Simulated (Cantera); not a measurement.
# Hydrogen reduction and annealing atmospheres: FeS + H₂ + N₂

Feed: 1 mol FeS, a varied amount of H₂, 65 mol N₂, at 1748.15 K and 6.00 bar.

Equilibrium computed with Cantera from the NASA thermochemical tables; the gas is ideal and each condensed phase is pure. Candidate condensed phases: Fe, FeS, FeS₂, S; 16 gas species. Metal and sulfide melt together well below either melting point, which pure phases cannot show. Mutual solubility and eutectic melting of coexisting phases are not modelled. FeS: taken at fixed stoichiometry. The numbers say what is thermodynamically allowed, not how fast it happens.

From 8 mol H₂ to 36 mol H₂ the condensed part is Fe(δ) + FeS(l). From 59 mol H₂ to 160 mol H₂ the condensed part is Fe(δ). The main Fe-bearing gas is Fe throughout.

| n(H₂) (mol) | x N₂ | x H₂ | x H₂S | x SH | x H | x NH₃ | n Fe(δ) | n FeS(l) |
|---|---|---|---|---|---|---|---|---|
| 8 | 0.890 | 0.107 | 0.00229 | 8.30e-5 | 3.06e-5 | 6.48e-6 | 0.180 | 0.820 |
| 13 | 0.833 | 0.163 | 0.00348 | 0.000102 | 3.77e-5 | 1.18e-5 | 0.286 | 0.713 |
| 22 | 0.747 | 0.247 | 0.00528 | 0.000126 | 4.65e-5 | 2.08e-5 | 0.478 | 0.522 |
| 36 | 0.643 | 0.349 | 0.00744 | 0.000150 | 5.52e-5 | 3.23e-5 | 0.776 | 0.224 |
| 59 | 0.524 | 0.468 | 0.00787 | 0.000137 | 6.39e-5 | 4.53e-5 | 1.000 | 0 |
| 97 | 0.401 | 0.593 | 0.00606 | 9.35e-5 | 7.19e-5 | 5.65e-5 | 1.000 | 0 |
| 160 | 0.289 | 0.707 | 0.00437 | 6.18e-5 | 7.85e-5 | 6.25e-5 | 0.999 | 0 |
x: gas mole fraction; n: condensed amount in mol.
